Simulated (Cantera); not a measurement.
Input (Python, Cantera):

```python
import numpy as np
import cantera as ct

gas = ct.Solution("gri30.yaml")
gas.TPX = 900, 99000, {'H2': 0.36, 'O2': 1, 'N2': 2.2}
reactor = ct.IdealGasConstPressureReactor(gas, energy="off", clone=False)
net = ct.ReactorNet([reactor])
net.rtol, net.atol = 1e-08, 1e-18
show = ['H2', 'O2', 'N2O', 'NO2', 'O', 'H2O', 'NO']
times = np.geomspace(0.0003, 50, 10)

steps = ct.SolutionArray(gas, extra=["t"])
rows = []
print(f"{'t/s':>10s}{'T/K':>9s}{'P/Pa':>11s}" + "".join(f"{s:>11s}" for s in show))
for t in times:
    while net.time < t:
        t_next = net.step()
        steps.append(gas.state, t=t_next)
    rows.append([np.interp(t, steps.t, y) for y in (steps.T, steps.P, *steps(*show).X.T)])
    print(f"{t:10.3e}{rows[-1][0]:9.1f}{rows[-1][1]:11.4g}" + "".join(f"{x:11.3e}" for x in rows[-1][2:]))
rate = np.gradient(steps.T, steps.t)
print("integrator steps:", len(steps.t))
if steps.T.max() > steps.T[0] + 200:
    print(f"time of steepest temperature rise: {steps.t[rate.argmax()]:.4e} s")
gas.TPX = 900, 99000, {'H2': 0.36, 'O2': 1, 'N2': 2.2}
gas.equilibrate("TP")
print(f"equilibrium (TP): T = {gas.T:.1f} K  " + "  ".join(f"{s} {gas[s].X[0]:.3e}" for s in show))
```

Output:

```
       t/s      T/K       P/Pa         H2         O2        N2O        NO2          O        H2O         NO
 3.000e-04    900.0    9.9e+04  1.011e-01  2.809e-01  4.610e-17  1.383e-29  4.030e-12  3.298e-10  4.554e-24
 1.141e-03    900.0    9.9e+04  1.011e-01  2.809e-01  2.084e-16  9.574e-28  4.250e-12  1.361e-09  1.996e-23
 4.340e-03    900.0    9.9e+04  1.011e-01  2.809e-01  1.140e-15  6.598e-26  5.164e-12  5.831e-09  9.400e-23
 1.651e-02    900.0    9.9e+04  1.011e-01  2.809e-01  1.008e-14  7.492e-24  1.001e-11  3.344e-08  7.636e-22
 6.280e-02    900.0    9.9e+04  1.011e-01  2.809e-01  2.142e-13  9.535e-21  7.313e-11  5.737e-07  5.095e-20
 2.389e-01    900.0    9.9e+04  1.010e-01  2.808e-01  1.763e-11  3.959e-16  4.063e-09  1.108e-04  5.395e-17
 9.086e-01    900.0    9.9e+04  7.354e-02  2.699e-01  1.708e-09  1.754e-12  7.074e-08  2.782e-02  2.173e-13
 3.456e+00    900.0    9.9e+04  6.958e-03  2.452e-01  1.014e-08  7.596e-12  4.333e-08  9.899e-02  2.634e-13
 1.315e+01    900.0    9.9e+04  1.940e-04  2.427e-01  1.656e-08  1.071e-11  1.662e-09  1.063e-01  6.533e-14
 5.000e+01    900.0    9.9e+04  2.303e-05  2.426e-01  1.726e-08  1.112e-11  5.672e-11  1.065e-01  2.956e-14
integrator steps: 1621
equilibrium (TP): T = 900.0 K  H2 6.997e-13  O2 2.426e-01  N2O 7.559e-10  NO2 1.128e-06  O 2.683e-12  H2O 1.065e-01  NO 9.060e-06
```

Detailed kinetics in Cantera: GRI-Mech 3.0 (53 species, 325 reactions). Below about 950 K walls govern HO2 and H2O2 in real vessels. The temperature is held fixed by assumption; the heat of reaction is taken as removed at once.
